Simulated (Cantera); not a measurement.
Feed: 1 mol Mg(OH)₂, 0.68 mol H₂O, 0.6 mol H₂, equilibrated at 1025 K and 23.0 Pa.

Cantera equilibrium calculation (NASA polynomials, part measured and part estimated; ideal gas, pure solids and liquids). Candidate condensed phases: H₂O, Mg, MgO, Mg(OH)₂; 15 gas species. Equilibrium is a limit: real reactors are often held back by kinetics, nucleation or transport.

Base state: H₂O 0.737, H₂ 0.263 (mole fractions); condensed: MgO(s).

**Question.** What changes in the equilibrium state with this change: Mg(OH)₂ replaced by Ca(OH)₂?

**Answer.** 
| species | before | after |
|---|---|---|
| H₂O | 0.737 | 0.737 |
| H₂ | 0.263 | 0.263 |
| MgO(s), mol | 1.00 | 0 |
| CaO(s), mol | 0 | 1.00 |
Further candidate phases: Ca, CaO, Ca(OH)₂.

**Question.** What changes in the equilibrium state with this change: temperature from 1025 K to 2048.15 K?

**Answer.** 
```tsv
species	before	after
H₂O	0.737	0.658
H₂	0.263	0.199
H	1.47e-7	0.0659
Mg	<1e-9	0.0391
OH	1.10e-9	0.0238
O₂	<1e-9	0.00807
O	<1e-9	0.00569
MgO(s), mol	1.00	0.899
```
